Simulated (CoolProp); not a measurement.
Properties of R143a along the isobar 1.39 bar.

Computed with CoolProp (reference Helmholtz-energy equation of state, Lemmon and Jacobsen 2000).

| T (°C) | phase | Z | cp (kJ/(kg K)) | isothermal compressibility (1/MPa) | expansivity (1/kK) |
|---|---|---|---|---|---|
| -7.15 | gas | 0.9643 | 0.9048 | 7.468 | 4.290 |
| 18.85 | gas | 0.9747 | 0.9430 | 7.384 | 3.748 |
| 44.85 | gas | 0.9814 | 0.9868 | 7.332 | 3.356 |
| 70.85 | gas | 0.9859 | 1.032 | 7.298 | 3.053 |
| 96.85 | gas | 0.9891 | 1.078 | 7.274 | 2.808 |
| 122.85 | gas | 0.9915 | 1.122 | 7.256 | 2.604 |
| 148.85 | gas | 0.9932 | 1.164 | 7.243 | 2.430 |
| 174.85 | gas | 0.9946 | 1.205 | 7.233 | 2.279 |
| 200.85 | gas | 0.9957 | 1.244 | 7.225 | 2.147 |
| 226.85 | gas | 0.9966 | 1.280 | 7.219 | 2.030 |
